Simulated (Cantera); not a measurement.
Input: 1 mol SiCl4, 2.1 mol O3, 6.3 mol N2, equilibrated at 0.133 bar.

Cantera equilibrium calculation (NASA polynomials, part measured and part estimated; ideal gas, pure solids and liquids). Candidate condensed phases: Si, SiO2, Si2N2O, Si3N4; 23 gas species. Equilibrium is a limit: real reactors are often held back by kinetics, nucleation or transport.

**Question.** Which condensed phases are stable at each of these points (T (°C)): 277, 302, 327, 352, 377, 402, 427, 452, 477, 502, 527, 552, 577?

**Answer.** 
| T (°C) | condensed phases | Si condensed (%) |
|---|---|---|
| 277 | SiO2(α-quartz) | 100.0 |
| 302 | SiO2(α-quartz) | 100.0 |
| 327 | SiO2(α-quartz) | 100.0 |
| 352 | SiO2(α-quartz) | 100.0 |
| 377 | SiO2(α-quartz) | 100.0 |
| 402 | SiO2(α-quartz) | 100.0 |
| 427 | SiO2(α-quartz) | 100.0 |
| 452 | SiO2(α-quartz) | 100.0 |
| 477 | SiO2(α-quartz) | 100.0 |
| 502 | SiO2(α-quartz) | 100.0 |
| 527 | SiO2(α-quartz) | 100.0 |
| 552 | SiO2(α-quartz) | 100.0 |
| 577 | SiO2(β-quartz) | 100.0 |

From 277 °C to 552 °C the condensed part is SiO2(α-quartz). At 577 °C the condensed part is SiO2(β-quartz).
